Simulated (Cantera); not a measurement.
Cantera run, input and output.

```python
import numpy as np
import cantera as ct

gas = ct.Solution("h2o2.yaml")
gas.TPX = 1000, 220, {'H2': 1.1, 'O2': 1}
reactor = ct.IdealGasConstPressureReactor(gas, energy="off", clone=False)
net = ct.ReactorNet([reactor])
net.rtol, net.atol = 1e-08, 1e-18
show = ['H2', 'O2', 'H', 'OH', 'H2O', 'HO2']
times = np.geomspace(0.0001, 100, 12)

steps = ct.SolutionArray(gas, extra=["t"])
rows = []
print(f"{'t/s':>10s}{'T/K':>9s}{'P/Pa':>11s}" + "".join(f"{s:>11s}" for s in show))
for t in times:
    while net.time < t:
        t_next = net.step()
        steps.append(gas.state, t=t_next)
    rows.append([np.interp(t, steps.t, y) for y in (steps.T, steps.P, *steps(*show).X.T)])
    print(f"{t:10.3e}{rows[-1][0]:9.1f}{rows[-1][1]:11.4g}" + "".join(f"{x:11.3e}" for x in rows[-1][2:]))
rate = np.gradient(steps.T, steps.t)
print("integrator steps:", len(steps.t))
if steps.T.max() > steps.T[0] + 200:
    print(f"time of steepest temperature rise: {steps.t[rate.argmax()]:.4e} s")
gas.TPX = 1000, 220, {'H2': 1.1, 'O2': 1}
gas.equilibrate("TP")
print(f"equilibrium (TP): T = {gas.T:.1f} K  " + "  ".join(f"{s} {gas[s].X[0]:.3e}" for s in show))
```

Output:

```
       t/s      T/K       P/Pa         H2         O2          H         OH        H2O        HO2
 1.000e-04   1000.0        220  5.238e-01  4.762e-01  3.936e-11  7.916e-13  5.266e-13  3.994e-11
 3.511e-04   1000.0        220  5.238e-01  4.762e-01  1.428e-10  5.385e-12  1.370e-11  1.403e-10
 1.233e-03   1000.0        220  5.238e-01  4.762e-01  7.100e-10  3.706e-11  3.171e-10  4.928e-10
 4.329e-03   1000.0        220  5.238e-01  4.762e-01  1.577e-08  8.974e-10  1.661e-08  1.757e-09
 1.520e-02   1000.0        220  5.234e-01  4.760e-01  2.443e-04  1.396e-05  2.846e-04  3.853e-07
 5.337e-02   1000.0        220  3.833e-02  2.803e-01  2.451e-01  5.998e-03  3.845e-01  2.070e-06
 1.874e-01   1000.0        220  2.641e-02  2.868e-01  9.801e-02  5.045e-03  5.614e-01  2.814e-06
 6.579e-01   1000.0        220  2.935e-03  2.896e-01  2.789e-03  1.628e-03  7.010e-01  2.832e-06
 2.310e+00   1000.0        220  9.449e-05  2.902e-01  1.522e-05  2.839e-04  7.093e-01  6.306e-07
 8.111e+00   1000.0        220  7.693e-06  2.903e-01  3.792e-07  8.332e-05  7.096e-01  7.498e-08
 2.848e+01   1000.0        220  1.222e-06  2.903e-01  2.533e-08  3.387e-05  7.097e-01  1.352e-08
 1.000e+02   1000.0        220  2.608e-07  2.903e-01  2.570e-09  1.581e-05  7.097e-01  3.151e-09
integrator steps: 2332
equilibrium (TP): T = 1000.0 K  H2 2.470e-09  O2 2.903e-01  H 2.421e-12  OH 1.538e-06  H2O 7.097e-01  HO2 6.849e-10
```

Computed with Cantera and the H2/O2 subset of GRI-Mech 3.0, which has no nitrogen chemistry. Radical loss at walls, strong at low pressure, is not modelled. The temperature is held fixed by assumption; the heat of reaction is taken as removed at once.
